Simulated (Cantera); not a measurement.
## V₂O₃ + H₂ + N₂ (hydrogen reduction and annealing atmospheres)

Feed: 1 mol V₂O₃, 970 mol H₂, 1.1 mol N₂, equilibrated at 1.60 mbar.

Equilibrium computed with Cantera from the NASA thermochemical tables; the gas is ideal and each condensed phase is pure. Candidate condensed phases: H₂O, V, VN, VO, V₂O₃, V₂O₄, V₂O₅; 28 gas species. Mutual solubility and eutectic melting of coexisting phases are not modelled. VN, VO: taken at fixed stoichiometry. Condensed phases not in the tables: the oxides between V₂O₃ and V₂O₅ other than VO₂, solid solutions among these carbides, nitrides and lower oxides, V₂N. The numbers say what is thermodynamically allowed, not how fast it happens.

| T (K) | log p H₂ | log p N₂ | log p H₂O | log p H | log p NH₃ | log p VO₂ | log p OH | n VN(s) | n V₂O₃(s) | n VO(s) |
|---|---|---|---|---|---|---|---|---|---|---|
| 923 | -2.80 | -5.75 | -6.88 | -11.01 | -10.07 | <-14 | <-14 | 0.0539 | 0.973 | 0 |
| 973 | -2.80 | -5.75 | -6.84 | -10.36 | -10.23 | <-14 | <-14 | 0.0581 | 0.971 | 0 |
| 1023 | -2.80 | -5.75 | -6.81 | -9.78 | -10.37 | <-14 | <-14 | 0.0620 | 0.969 | 0 |
| 1073 | -2.80 | -5.74 | -6.68 | -9.25 | -10.50 | <-14 | <-14 | 0 | 0.874 | 0.252 |
| 1123 | -2.80 | -5.74 | -6.46 | -8.77 | -10.62 | <-14 | -14.72 | 0 | 0.787 | 0.425 |
| 1173 | -2.80 | -5.74 | -6.25 | -8.33 | -10.73 | -14.58 | -13.94 | 0 | 0.657 | 0.687 |
| 1223 | -2.80 | -5.74 | -6.06 | -7.92 | -10.83 | -13.60 | -13.23 | 0 | 0.468 | 1.06 |
| 1273 | -2.80 | -5.74 | -5.88 | -7.55 | -10.92 | -12.71 | -12.57 | 0 | 0.203 | 1.59 |
| 1323 | -2.80 | -5.74 | -5.78 | -7.20 | -11.01 | -11.95 | -12.02 | 0 | 0 | 2.00 |
| 1373 | -2.80 | -5.74 | -5.78 | -6.88 | -11.09 | -11.33 | -11.61 | 0 | 0 | 2.00 |
log p: log10 of the partial pressure in bar; n: condensed amount in mol.

From 923 K to 1023 K the condensed part is VN(s) + V₂O₃(s). From 1073 K to 1273 K the condensed part is VO(s) + V₂O₃(s). From 1323 K to 1373 K the condensed part is VO(s).
